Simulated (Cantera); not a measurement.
Input (Python, Cantera):

```python
import numpy as np
import cantera as ct

gas = ct.Solution("gri30.yaml")


def delay(T, t_max=10):
    gas.TPX = T, 560000, {'H2': 1, 'O2': 0.238, 'N2': 1.24}
    reactor = ct.IdealGasReactor(gas, clone=False)
    net = ct.ReactorNet([reactor])
    net.rtol, net.atol = 1e-8, 1e-16
    while net.time < t_max:
        t_old, T_old = net.time, reactor.T
        net.step()
        if reactor.T > T + 400:  # ignition: a rise of 400 K
            return t_old + (T + 400 - T_old) / (reactor.T - T_old) * (net.time - t_old)
    return np.nan


taus = []
for T in [1000, 1100, 1200, 1300, 1400, 1500, 1600, 1700, 1800, 1900]:
    taus.append(delay(T))
    print(f"T0 = {T:6g} K   tau = {taus[-1]:.4e} s")
```

Output:

```
T0 =   1000 K   tau = 8.4269e-03 s
T0 =   1100 K   tau = 5.4668e-04 s
T0 =   1200 K   tau = 2.1801e-05 s
T0 =   1300 K   tau = 7.9053e-06 s
T0 =   1400 K   tau = 4.5842e-06 s
T0 =   1500 K   tau = 3.1094e-06 s
T0 =   1600 K   tau = 2.3046e-06 s
T0 =   1700 K   tau = 1.8234e-06 s
T0 =   1800 K   tau = 1.5273e-06 s
T0 =   1900 K   tau = 1.3491e-06 s
```

Detailed kinetics in Cantera: GRI-Mech 3.0 (53 species, 325 reactions). The hydrogen kinetics of GRI-Mech 3.0 are dated; newer H2 mechanisms differ, most at raised pressure. Where the delays flatten at high temperature, the 400 K rule measures the pace of heat release, not the induction time.
